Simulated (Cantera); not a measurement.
Input (Python, Cantera):

```python
import numpy as np
import cantera as ct

gas = ct.Solution("gri30.yaml")


def delay(T, t_max=10):
    gas.TPX = T, 310000, {'H2': 1, 'O2': 0.263, 'N2': 0.989}
    reactor = ct.IdealGasConstPressureReactor(gas, clone=False)
    net = ct.ReactorNet([reactor])
    net.rtol, net.atol = 1e-8, 1e-16
    while net.time < t_max:
        t_old, T_old = net.time, reactor.T
        net.step()
        if reactor.T > T + 400:  # ignition: a rise of 400 K
            return t_old + (T + 400 - T_old) / (reactor.T - T_old) * (net.time - t_old)
    return np.nan


taus = []
for T in [998, 1098, 1198, 1298, 1398, 1498]:
    taus.append(delay(T))
    print(f"T0 = {T:6g} K   tau = {taus[-1]:.4e} s")
```

It prints:

```
T0 =    998 K   tau = 8.6463e-03 s
T0 =   1098 K   tau = 1.0838e-04 s
T0 =   1198 K   tau = 2.1090e-05 s
T0 =   1298 K   tau = 1.0918e-05 s
T0 =   1398 K   tau = 6.9927e-06 s
T0 =   1498 K   tau = 5.0172e-06 s
```

Model: GRI-Mech 3.0 (53 species, 325 reactions), integrated in Cantera. The hydrogen kinetics of GRI-Mech 3.0 are dated; newer H2 mechanisms differ, most at raised pressure.
